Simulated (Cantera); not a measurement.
Gas-phase reforming

An isothermal, constant-pressure homogeneous reactor starts with 39.5 % CH₄, 47.4 % H₂O, 13.0 % H₂, at 1848 K and 5.00 bar.

Detailed kinetics in Cantera: GRI-Mech 3.0 (53 species, 325 reactions).

```json
[
 {"t (s)": "0.000100", "x CH₄": "0.311", "x H₂O": "0.450", "x H₂": "0.205", "x HCO": "5.04e-8", "x CO₂": "6.17e-6"},
 {"t (s)": "0.000280", "x CH₄": "0.227", "x H₂O": "0.417", "x H₂": "0.292", "x HCO": "3.29e-8", "x CO₂": "4.90e-5"},
 {"t (s)": "0.000786", "x CH₄": "0.138", "x H₂O": "0.380", "x H₂": "0.386", "x HCO": "2.02e-8", "x CO₂": "0.000301"},
 {"t (s)": "0.00220", "x CH₄": "0.0726", "x H₂O": "0.343", "x H₂": "0.462", "x HCO": "1.55e-8", "x CO₂": "0.00144"},
 {"t (s)": "0.00618", "x CH₄": "0.0429", "x H₂O": "0.298", "x H₂": "0.517", "x HCO": "2.13e-8", "x CO₂": "0.00433"},
 {"t (s)": "0.0173", "x CH₄": "0.0342", "x H₂O": "0.234", "x H₂": "0.572", "x HCO": "3.89e-8", "x CO₂": "0.00749"},
 {"t (s)": "0.0486", "x CH₄": "0.0268", "x H₂O": "0.160", "x H₂": "0.632", "x HCO": "6.48e-8", "x CO₂": "0.00805"},
 {"t (s)": "0.136", "x CH₄": "0.0180", "x H₂O": "0.0984", "x H₂": "0.683", "x HCO": "8.98e-8", "x CO₂": "0.00627"},
 {"t (s)": "0.382", "x CH₄": "0.00957", "x H₂O": "0.0614", "x H₂": "0.716", "x HCO": "1.06e-7", "x CO₂": "0.00434"},
 {"t (s)": "1.07", "x CH₄": "0.00312", "x H₂O": "0.0454", "x H₂": "0.733", "x HCO": "1.14e-7", "x CO₂": "0.00332"},
 {"t (s)": "3.00", "x CH₄": "0.000281", "x H₂O": "0.0414", "x H₂": "0.738", "x HCO": "1.15e-7", "x CO₂": "0.00305"}
]
```
x: mole fraction; the columns are a selection and need not sum to one.

Equilibrium at this temperature and pressure: CH₄ 7.78e-6, H₂O 0.0411, H₂ 0.738, HCO 1.16e-7, CO₂ 0.00303 (gas phase only).
